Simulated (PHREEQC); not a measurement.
Model water analysis in mg/kgw, 49 °C, pH 2.7, pe 10.4: Na 1340; K 352; Ca 519; Mg 113; Cl 1370; S(6) as SO4 5460; Cu(2) 0.84; Al 533; Pb 620; Zn 4.71; Cd 222; Mn(2) 6.84.

Valence states are taken as typed.

The numbers come from PHREEQC with the ion-association model, phreeqc.dat.

Each row changes one thing in this solution. Precipitation was switched off in this run.

| case | ionic strength (mol/kgw) | HSO4- (mol/kgw) | Mg+2 (mol/kgw) | MgSO4 (mol/kgw) | PbSO4 (mol/kgw) | PbCl+ (mol/kgw) | SI of Gypsum (CaSO4:2H2O) | SI of Anglesite (PbSO4) |
|---|---|---|---|---|---|---|---|---|
| as made | 0.146 | 0.00312 | 0.00235 | 0.00229 | 0.00113 | 0.000755 | -0.08 | +1.99 |
| temperature from 49 to 30 °C at the same typed pH | 0.150 | 0.00215 | 0.00273 | 0.00192 | 0.00131 | 0.000524 | -0.06 | +2.15 |
| Cd from 222 to 666 mg/kgw | 0.148 | 0.00302 | 0.00240 | 0.00225 | 0.00112 | 0.000740 | -0.09 | +1.99 |
| Cd from 222 to 111 mg/kgw | 0.145 | 0.00315 | 0.00234 | 0.00231 | 0.00114 | 0.000759 | -0.08 | +1.99 |

Some of these states are supersaturated (in Anglesite, for instance). Constants without temperature data keep their 25 °C values here.
